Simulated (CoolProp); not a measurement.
C3F8 (R218) at 251.55 K and 0.104 MPa is throttled through a valve to 0.0571 MPa with no heat exchange. Each further row changes one setting.

The numbers come from the reference Helmholtz-energy equation of state, Lemmon 2006 in CoolProp. It is a short technical equation, of lower accuracy than the large ones.

```json
[
 {"case": "as stated", "temperature change (K)": "?", "final density (kg/m³)": "?"},
 {"case": "outlet pressure 0.0171 MPa", "temperature change (K)": "-2.1", "final density (kg/m³)": "?"},
 {"case": "outlet pressure 0.0742 MPa", "temperature change (K)": "-0.7", "final density (kg/m³)": "6.90"}
]
```

Complete the blanks.


- as stated, temperature change (K): -1.2
- as stated, final density (kg/m³): 5.28
- outlet pressure 0.0171 MPa, final density (kg/m³): 1.56
